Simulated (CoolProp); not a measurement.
The numbers come from the reference Helmholtz-energy equation of state, Zhou 2012 in CoolProp.

### Question
Give the vapour pressure (MPa), enthalpy of vaporisation (kJ/kg), liquid viscosity (µPa s), vapour viscosity (µPa s) of saturated o-xylene at 440.7 K.

### Answer
| T (K) | p (MPa) | enthalpy of vaporisation (kJ/kg) | liquid viscosity (µPa s) | vapour viscosity (µPa s) |
|---|---|---|---|---|
| 440.7 | 0.180 | 328 | 212 | 9.53 |

Viscosity comes from a separate model (Cao 2016).
